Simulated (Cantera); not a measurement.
Abatement and gas-phase synthesis: HI + H2O + O2

A closed system holds: 1 mol HI, 2.2 mol H2O, 0.89 mol O2, equilibrated at 2350 °C and 0.0120 bar.

These are equilibrium values from Cantera (NASA tables, ideal gas, pure condensed phases), not measurements of a reactor. Candidate condensed phases: H2O, I2; 12 gas species. Rates play no part.

| Property | Value |
|---|---|
| x(H2O) | 0.312 |
| x(I) | 0.185 |
| x(O2) | 0.124 |
| x(H) | 0.112 |
| x(OH) | 0.0976 |
| x(H2) | 0.0850 |
| x(O) | 0.0831 |
| x(HI) | 0.00104 |
| x(HO2) | 7.66e-6 |
| gas amount | 5.373 mol |
| log10 activity of I2(l) (absent) | -9.79 |
